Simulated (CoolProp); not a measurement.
Computed with CoolProp (reference Helmholtz-energy equation of state, Lemmon 2006). It is a short technical equation, of lower accuracy than the large ones.

Task: For neopentane, give the phase and the density (kg/m³), cp (kJ/(kg K)), cv (kJ/(kg K)), speed of sound (m/s) at 5.95 °C and 76.5 bar.

Result: 
- 5.95 °C and 76.5 bar: liquid; density 615, cp 2.17, cv 1.64, speed of sound 1020
